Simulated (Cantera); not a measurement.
An isothermal, constant-pressure homogeneous reactor starts with CH4 : N2 = 1 : 9.6 (molar parts), at 1773 K and 1.00 bar. Integrator tolerance rtol = 1e-08.

Computed with Cantera and GRI-Mech 3.0 (53 species, 325 reactions). GRI-Mech 3.0 stops at C3 and has no aromatics, soot or wall deposition, so with more carbon than oxygen in the feed, carbon stays in small species such as C2H2 where larger ones or solid carbon would form.

Question: What does this change do: CH4 1 to 0.26 parts?

Answer: 
| quantity | before | after |
|---|---|---|
| x(CH4) at 4.00 s | 0.000670 (gas-phase equilibrium 0.000366) | 6.00e-5 (gas-phase equilibrium 2.06e-5) |
| x(C2H6) at 4.00 s | 2.94e-8 (gas-phase equilibrium 8.74e-9) | 7.88e-10 (gas-phase equilibrium 9.29e-11) |
| x(C2H4) at 4.00 s | 0.000153 (gas-phase equilibrium 4.54e-5) | 1.38e-5 (gas-phase equilibrium 1.62e-6) |
| x(H2) at 4.00 s | 0.128 (gas-phase equilibrium 0.129) | 0.0384 (gas-phase equilibrium 0.0385) |
| x(C2H2) at 4.00 s | 0.0426 (gas-phase equilibrium 0.0126) | 0.0128 (gas-phase equilibrium 0.00150) |
| x(CH3) at 4.00 s | 1.08e-5 (gas-phase equilibrium 5.90e-6) | 1.77e-6 (gas-phase equilibrium 6.09e-7) |

Question: What does this change do: N2 9.6 to 46 parts?

Answer: 
| quantity | before | after |
|---|---|---|
| x(CH4) at 4.00 s | 0.000670 (gas-phase equilibrium 0.000366) | 3.98e-5 (gas-phase equilibrium 1.24e-5) |
| x(C2H6) at 4.00 s | 2.94e-8 (gas-phase equilibrium 8.74e-9) | 4.26e-10 (gas-phase equilibrium 4.15e-11) |
| x(C2H4) at 4.00 s | 0.000153 (gas-phase equilibrium 4.54e-5) | 9.08e-6 (gas-phase equilibrium 8.89e-7) |
| x(H2) at 4.00 s | 0.128 (gas-phase equilibrium 0.129) | 0.0311 (gas-phase equilibrium 0.0312) |
| x(C2H2) at 4.00 s | 0.0426 (gas-phase equilibrium 0.0126) | 0.0104 (gas-phase equilibrium 0.00101) |
| x(CH3) at 4.00 s | 1.08e-5 (gas-phase equilibrium 5.90e-6) | 1.30e-6 (gas-phase equilibrium 4.07e-7) |
